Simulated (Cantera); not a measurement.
Charge: 1 mol SiCl₄, 0.44 mol NH₃, 12 mol H₂, equilibrated at 13.3 mbar.

These are equilibrium values from Cantera (NASA tables, ideal gas, pure condensed phases), not measurements of a reactor. Candidate condensed phases: NH₄Cl, Si, Si₃N₄; 28 gas species. Kinetics and transport are ignored.

Which condensed phases are stable at each of these points (T (°C)): 725, 775, 825, 875, 925, 975, 1025, 1075, 1125, 1175, 1225, 1275, 1325, 1375?


| T (°C) | condensed phases | Si condensed (%) |
|---|---|---|
| 725 | Si₃N₄(s) | 33.0 |
| 775 | Si₃N₄(s) | 33.0 |
| 825 | Si₃N₄(s) | 33.0 |
| 875 | Si₃N₄(s) | 33.0 |
| 925 | Si₃N₄(s) | 33.0 |
| 975 | Si₃N₄(s) | 32.9 |
| 1025 | Si₃N₄(s) | 32.6 |
| 1075 | Si₃N₄(s) | 31.7 |
| 1125 | Si₃N₄(s) | 29.3 |
| 1175 | Si₃N₄(s) | 23.9 |
| 1225 | Si₃N₄(s) | 15.3 |
| 1275 | Si₃N₄(s) | 4.0 |
| 1325 | gas only | 0.0 |
| 1375 | gas only | 0.0 |

From 725 °C to 1275 °C the condensed part is Si₃N₄(s). From 1325 °C to 1375 °C nothing is condensed.
